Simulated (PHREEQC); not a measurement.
A solution holds 1.5 mmol/kgw NaHSO4, 110 mmol/kgw NaOH and 0.45 mmol/kgw LiCl, at 25 °C. Closed to the air; pH follows from the charge balance.

Computed with PHREEQC (ion-association model, phreeqc.dat).

Each row changes one thing in this solution. Precipitation was switched off in this run.

```json
[
 {"case": "as made", "pH": "12.91", "ionic strength (mol/kgw)": "0.113", "SI of Halite (NaCl)": "-6.10"},
 {"case": "diluted 10-fold with water", "pH": "11.98", "ionic strength (mol/kgw)": "0.0113", "SI of Halite (NaCl)": "…"},
 {"case": "diluted 100-fold with water", "pH": "11.01", "ionic strength (mol/kgw)": "0.00113", "SI of Halite (NaCl)": "…"},
 {"case": "NaOH replaced by Na2SO4 at the same molality", "pH": "…", "ionic strength (mol/kgw)": "0.288", "SI of Halite (NaCl)": "-5.92"},
 {"case": "temperature from 25 to 85 °C", "pH": "11.39", "ionic strength (mol/kgw)": "0.113", "SI of Halite (NaCl)": "-6.17"},
 {"case": "NaHSO4 left out", "pH": "12.91", "ionic strength (mol/kgw)": "…", "SI of Halite (NaCl)": "-6.10"}
]
```

Q: Complete the blanks.

A: 
- diluted 10-fold with water, SI of Halite (NaCl): -7.96
- diluted 100-fold with water, SI of Halite (NaCl): -9.90
- NaOH replaced by Na2SO4 at the same molality, pH: 3.45
- NaHSO4 left out, ionic strength (mol/kgw): 0.110

Away from 25 °C the constants follow the database's enthalpies or fits; those with neither stay at their 25 °C values.
